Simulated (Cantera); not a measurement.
Charge: 1 mol SiCl4, 0.87 mol Cl2, 0.62 mol H2, equilibrated at 1498.15 K and 100000 Pa.

Equilibrium computed with Cantera from the NASA thermochemical tables; the gas is ideal and each condensed phase is pure. Candidate condensed phases: Si; 19 gas species. The tables' values for SiCl3 are old estimates; treat these amounts as uncertain. The numbers say what is thermodynamically allowed, not how fast it happens.

Base state: HCl 0.494, SiCl4 0.398, Cl2 0.0909, Cl 0.0174, SiCl3 3.95e-5 (mole fractions); condensed: gas only.

Question: What changes in the equilibrium state with this change: 0.28 mol HF added?

Answer: 
| species | before | after |
|---|---|---|
| HCl | 0.494 | 0.541 |
| SiCl4 | 0.398 | 0.334 |
| Cl2 | 0.0909 | 0.0813 |
| SiF4 | 0 | 0.0243 |
| Cl | 0.0174 | 0.0165 |
| HF | 0 | 0.00292 |
| SiCl3 | 3.95e-5 | 3.50e-5 |

Question: What changes in the equilibrium state with this change: temperature from 1498.15 K to 823 K?

Answer: 
| species | before | after |
|---|---|---|
| HCl | 0.494 | 0.498 |
| SiCl4 | 0.398 | 0.402 |
| Cl2 | 0.0909 | 0.100 |
| Cl | 0.0174 | 4.98e-6 |
| SiCl3 | 3.95e-5 | <1e-9 |
